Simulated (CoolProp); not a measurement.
Properties of hydrogen chloride along the isobar 0.101 MPa (Tc = 324.7 K, pc = 8.314 MPa, ω = 0.130).

Values from CoolProp's reference Helmholtz-energy equation of state, Thol 2018.

```tsv
T (K)	phase	density (kg/m³)	isothermal compressibility (1/MPa)	expansivity (1/kK)	fugacity coefficient
204.2	gas	2.217	10.13	5.296	0.9787
227.5	gas	1.976	10.05	4.629	0.9855
250.8	gas	1.785	10.01	4.132	0.9896
274.1	gas	1.629	9.979	3.743	0.9922
297.4	gas	1.498	9.961	3.427	0.9940
320.7	gas	1.388	9.948	3.164	0.9953
344	gas	1.292	9.939	2.941	0.9962
367.2	gas	1.210	9.932	2.750	0.9969
390.5	gas	1.137	9.927	2.581	0.9974
413.8	gas	1.073	9.922	2.433	0.9979
437.1	gas	1.015	9.919	2.301	0.9982
```
